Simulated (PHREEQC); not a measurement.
A solution holds 0.0024 mol HF, 0.05 mol (NH4)2SiF6, 0.097 mol H3PO4 and 0.0029 mol HCl per kg of water, at 90 °C. Closed to the air; pH follows from the charge balance.

The numbers come from PHREEQC with the ion-association model, phreeqc.dat.

No solid was allowed to form.

**Question.** What pH, density does the model give?

**Answer.** pH 1.83; density 0.975 g/cm³.

**Question.** In which forms is F present?

**Answer.** SiF6-2 89 %, HF 10 % of the F.

Saturation is exceeded, for instance for Quartz (slow to form), Chalcedony (slow to form); the values hold only as long as no solid forms. Away from 25 °C the constants follow the database's enthalpies or fits; those with neither stay at their 25 °C values. SiF6-2 is the database's only silicon fluoride.
